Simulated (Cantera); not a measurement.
A freely propagating, adiabatic, planar premixed flame of 4.41 % C3H8, 20.1 % O2, 75.4 % N2, 0.128 % H2O, equivalence ratio 1.1, unburnt at 400 K and 375 Torr; mixture-averaged transport, grid criteria slope 0.08 and curve 0.16, no radiation.

Model: GRI-Mech 3.0 (53 species, 325 reactions), integrated in Cantera. GRI-Mech 3.0 was tuned for natural gas; its chemistry of propane as a main component is partial and can be far from experiment. Burning velocities carry a grid error of a few per cent, more on coarse grids.

Question: Predict: laminar burning velocity; thermal thickness; peak x(C2H6); peak x(CH2); peak x(CH3).

Answer: 
| Item | Value |
|---|---|
| laminar burning velocity | 90.8 cm/s |
| thermal thickness | 0.545 mm |
| peak x(C2H6) | 0.00202 |
| peak x(CH2) | 7.72e-5 |
| peak x(CH3) | 0.00316 |
